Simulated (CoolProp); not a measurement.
Vapour-liquid equilibrium of diethyl ether (1) + acetone (2) at 46.35 °C; x and y are mole fractions of (1).

Values from CoolProp's multi-fluid Helmholtz-energy mixture model, Thol 2014 and Lemmon 2006; pair parameters Bell 2016.

| x | bubble pressure, mixture model (kPa) | bubble pressure, Raoult's law (kPa) | y, mixture model | y, Raoult's law |
|---|---|---|---|---|
| 0.05 | 79.45 | 75.81 | 0.137 | 0.100 |
| 0.15 | 94.07 | 83.81 | 0.341 | 0.272 |
| 0.25 | 107.2 | 91.81 | 0.480 | 0.413 |
| 0.35 | 118.4 | 99.81 | 0.581 | 0.532 |
| 0.45 | 127.7 | 107.8 | 0.656 | 0.634 |
| 0.55 | 135.1 | 115.8 | 0.718 | 0.721 |
| 0.65 | 141.1 | 123.8 | 0.771 | 0.797 |
| 0.75 | 145.9 | 131.8 | 0.823 | 0.864 |
| 0.85 | 149.5 | 139.8 | 0.881 | 0.923 |
| 0.95 | 151.6 | 147.8 | 0.953 | 0.976 |

The largest gap from Raoult's law is +18.6 % in bubble pressure, at x = 0.35. No azeotrope shows between x = 0.05 and 0.95.

Pair parameters are fitted to limited data, so mixtures are less certain than the pure fluids.
